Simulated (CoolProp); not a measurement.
Vapour-liquid equilibrium of m-xylene (1) + n-nonane (2) at 463 kPa; x and y are mole fractions of (1).

Model: multi-fluid Helmholtz-energy mixture model, Zhou 2012 and Lemmon 2006; pair parameters Bell 2016, in CoolProp.

| x | bubble temperature (°C) | y at the bubble point | dew temperature at overall composition x (°C) | liquid density (mol/L) |
|---|---|---|---|---|
| 0.05 | 217.7 | 0.070 | 218.2 | 4.283 |
| 0.15 | 215.2 | 0.198 | 216.1 | 4.453 |
| 0.25 | 213.0 | 0.311 | 214.2 | 4.633 |
| 0.35 | 211.3 | 0.413 | 212.3 | 4.823 |
| 0.45 | 209.8 | 0.508 | 210.7 | 5.025 |
| 0.55 | 208.6 | 0.597 | 209.2 | 5.241 |
| 0.65 | 207.7 | 0.683 | 208.0 | 5.471 |
| 0.75 | 207.0 | 0.769 | 207.1 | 5.720 |
| 0.85 | 206.5 | 0.857 | 206.6 | 5.987 |
| 0.95 | 206.4 | 0.950 | 206.4 | 6.275 |

No azeotrope shows between x = 0.05 and 0.95.

The pair parameters rest on a limited set of measurements; away from them the model extrapolates.
